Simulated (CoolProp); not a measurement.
Vapour-liquid equilibrium of ethane (1) + propylene (2) at 240.7 K; x and y are mole fractions of (1).

Computed with CoolProp (multi-fluid Helmholtz-energy mixture model, Bücker 2006 and Lemmon 2013; pair parameters Bell 2016).

```
x     bubble pressure (kPa)  y at the bubble point  dew pressure at overall composition x (kPa)  liquid density (mol/L)
----  ---------------------  ---------------------  -------------------------------------------  ----------------------
0.05                  233.0                  0.205                                        201.0                       …
0.2                   351.2                      …                                        231.8                   14.35
0.35                  466.3                      …                                        273.4                   14.59
0.5                   581.0                      …                                        332.5                   14.81
0.65                  697.4                  0.881                                        422.0                   15.03
0.8                   817.6                      …                                        570.6                   15.22
0.95                  944.0                      …                                        845.8                       …
```

Question: Fill in the missing entries.

Answer: 
- 0.05, liquid density (mol/L): 14.12
- 0.2, y at the bubble point: 0.537
- 0.35, y at the bubble point: 0.704
- 0.5, y at the bubble point: 0.808
- 0.8, y at the bubble point: 0.939
- 0.95, y at the bubble point: 0.986
- 0.95, liquid density (mol/L): 15.39

No azeotrope shows between x = 0.05 and 0.95.

The pair parameters rest on a limited set of measurements; away from them the model extrapolates.
